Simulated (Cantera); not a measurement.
Feed: 1 mol CCl4, 0.47 mol HCl, equilibrated at 2.30 mbar.

Equilibrium computed with Cantera from the NASA thermochemical tables; the gas is ideal and each condensed phase is pure. Candidate condensed phases: C, C6H6, C7H8, C8H18; 91 gas species. The tables' values for CCl are old estimates; treat these amounts as uncertain. Equilibrium is a limit: real reactors are often held back by kinetics, nucleation or transport.

x: gas mole fraction; n: condensed amount in mol.

```tsv
T (°C)	x Cl	x HCl	x Cl2	x H	x C3	x C	x C2	n C(graphite)
1377	0.816	0.113	0.0714	3.88e-7	<1e-12	1.41e-12	<1e-12	1.000
1527	0.875	0.107	0.0177	5.22e-6	4.98e-11	1.10e-10	4.11e-12	1.000
1677	0.889	0.106	…	…	…	…	…	1.000
1827	0.893	0.105	0.00163	0.000365	1.25e-7	1.03e-7	1.08e-8	1.000
1977	0.895	0.103	…	…	…	…	…	1.000
2127	0.896	0.0947	0.000263	0.00829	4.26e-5	1.73e-5	3.86e-6	0.999
2277	0.898	0.0746	0.000124	0.0247	0.000463	0.000142	4.31e-5	0.992
2427	0.897	0.0457	6.35e-5	0.0497	0.00383	0.000921	0.000366	0.935
2577	0.874	0.0216	3.30e-5	0.0698	0.0251	0.00490	0.00248	0.562
```

Task: Complete the blanks.

Result: 
- 1977, x Cl2: 0.000616
- 1977, x H: 0.00199
- 1977, x C3: 2.83e-6
- 1977, x C: 1.58e-6
- 1977, x C2: 2.49e-7
- 1677, x Cl2: 0.00495
- 1677, x H: 5.08e-5
- 1677, x C3: 3.40e-9
- 1677, x C: 4.38e-9
- 1677, x C2: 2.86e-10
